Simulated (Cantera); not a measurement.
What does this Cantera script print?

```python
import numpy as np
import cantera as ct

gas_names = """
    H HO2 H2 H2O H2O2 Nb NbO NbO2 O OH O2 O3
""".split()
cond_names = """
    H2O(s) H2O(L) Nb(cr) Nb(L) NbO(s) NbO(L) NbO2(I) NbO2(II) NbO2(III) NbO2(L) Nb2O5(s) Nb2O5(L)
""".split()


# ... load() reads the species with a 1 bar reference pressure and builds the phases ...
atoms = {
    'Nb': {'Nb': 1},
    'H2O': {'H': 2, 'O': 1},
    'H2': {'H': 2},
}
top_T = {}  # K; cautious upper limits of use, not melting points


# ... equilibrate(T, P, feed) seeds the gas with the atoms and calls Mixture.equilibrate('TP', solver="vcs", rtol=1e-11, max_steps=5000) ...
results = []
feed = {'Nb': 1, 'H2O': 0.17, 'H2': 190}  # mol
P = 3.6  # Pa
for T in [1348, 1398, 1448, 1498, 1548, 1598, 1648, 1698, 1748, 1798, 1848, 1898, 1948, 1998]:
    mix = equilibrate(T, P, feed)
    results.append((T, P, feed, dict(zip(mix.species_names, mix.species_moles))))

top = {s: max(r[3][s] / sum(r[3][g] for g in gas_names) for r in results) for s in gas_names}
cols = sorted((s for s in top if top[s] > 1e-06), key=lambda s: -top[s])[:5]
seen = [c for c in cond_names if any(r[3].get(c, 0) > 1e-12 for r in results)]
print("log10 of partial pressures in bar; condensed amounts in mol")
print(f"{'T/K':>10s}" + "".join(f"{s[:9]:>10s}" for s in cols + seen))
for T, P, feed, n in results:
    ng = sum(n[g] for g in gas_names)
    print(f"{T:10.4g}" + "".join(f"{np.log10(max(n[s] / ng * P / 1e5, 1e-99)):10.3f}" for s in cols)
          + "".join(f"{n.get(c, 0):10.4g}" for c in seen))
```

Result:

```
log10 of partial pressures in bar; condensed amounts in mol
       T/K        H2         H       H2O       NbO      NbO2    Nb(cr)    NbO(s)
      1348    -4.444    -7.858    -9.303   -14.359   -14.027    0.8326    0.1674
      1398    -4.444    -7.547    -9.076   -13.523   -13.168    0.8344    0.1656
      1448    -4.444    -7.258    -8.865   -12.746   -12.370    0.8372    0.1628
      1498    -4.445    -6.987    -8.670   -12.022   -11.627    0.8413    0.1587
      1548    -4.446    -6.735    -8.488   -11.346   -10.933    0.8473    0.1526
      1598    -4.448    -6.498    -8.319   -10.713   -10.284    0.8558    0.1439
      1648    -4.450    -6.275    -8.161   -10.120    -9.675    0.8679    0.1306
      1698    -4.454    -6.067    -8.015    -9.562    -9.104    0.8859    0.1084
      1748    -4.460    -5.871    -7.880    -9.038    -8.566    0.9157   0.06476
      1798    -4.469    -5.688    -7.814    -8.601    -8.175      0.95         0
      1848    -4.482    -5.517    -7.924    -8.356    -8.142    0.9359         0
      1898    -4.501    -5.357    -8.055    -8.145    -8.151      0.92         0
      1948    -4.526    -5.210    -8.211    -7.969    -8.208    0.9021         0
      1998    -4.560    -5.075    -8.398    -7.832    -8.322    0.8833         0
```

Equilibrium computed with Cantera from the NASA thermochemical tables; the gas is ideal and each condensed phase is pure. Mutual solubility and eutectic melting of coexisting phases are not modelled. NbO: taken at fixed stoichiometry. Condensed phases not in the tables: N, O or C dissolved in the metal.
